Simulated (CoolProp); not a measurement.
Aqueous magnesium chloride as a coolant, 5 % by mass, freezing at -3.0 °C, 1 atm.

Computed with CoolProp (Melinder's fits for secondary coolants).

```csv
T (°C),viscosity (mPa s),Prandtl number,density (kg/m³),cp (kJ/(kg K))
-1.7,2.35,16.5,1044,3.873
4.7,1.87,12.9,1043,3.878
11.1,1.54,10.4,1042,3.884
17.5,1.29,8.60,1041,3.891
23.9,1.10,7.23,1039,3.898
30.3,0.953,6.16,1037,3.905
```
